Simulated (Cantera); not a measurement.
**Reactions in the system Cr-H-N-O**

Source: NASA polynomial tables (part measured, part estimated), evaluated in Cantera. Values are per mole of reaction as written; species without (g) are pure solids or liquids, kept so even where they would boil at 1 bar.

N2(g) + 4 CrO3(g) + 12 H2(g) → 12 H2O(g) + 2 Cr2N

```tsv
T (K)	ΔH° (kJ)	ΔS° (J/K)	ΔG° (kJ)	log10 K
300	-1981.6	-429.2	-1852.8	322.60
423	-1990.7	-454.4	-1798.4	222.08
623	-2006.5	-485.2	-1704.2	142.89
823	-2019.8	-503.8	-1605.2	101.88
1023	-2028.6	-513.5	-1503.3	76.76
1223	-2032.0	-516.6	-1400.2	59.80
1423	-2030.4	-515.4	-1296.9	47.61
1623	-2024.0	-511.3	-1194.2	38.43
1823	-2013.3	-505.1	-1092.6	31.30
```
